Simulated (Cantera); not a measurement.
A freely propagating, adiabatic, planar premixed flame of 53.2 % H2, 9.84 % O2, 37.0 % N2, equivalence ratio 2.7, unburnt at 675 K and 1.30 bar; multicomponent+Soret transport, grid criteria slope 0.08 and curve 0.16, no radiation.

Cantera simulation using the H2/O2 subset of GRI-Mech 3.0, which has no nitrogen chemistry; the numbers are that mechanism's predictions, not measurements. Burning velocities carry a grid error of a few per cent, more on coarse grids.

### Question
Predict: laminar burning velocity; thermal thickness; peak x(HO2); peak x(OH); peak x(O).

### Answer
| Item | Value |
|---|---|
| laminar burning velocity | 993 cm/s |
| thermal thickness | 0.356 mm |
| peak x(HO2) | 0.000228 |
| peak x(OH) | 0.00233 |
| peak x(O) | 0.00231 |
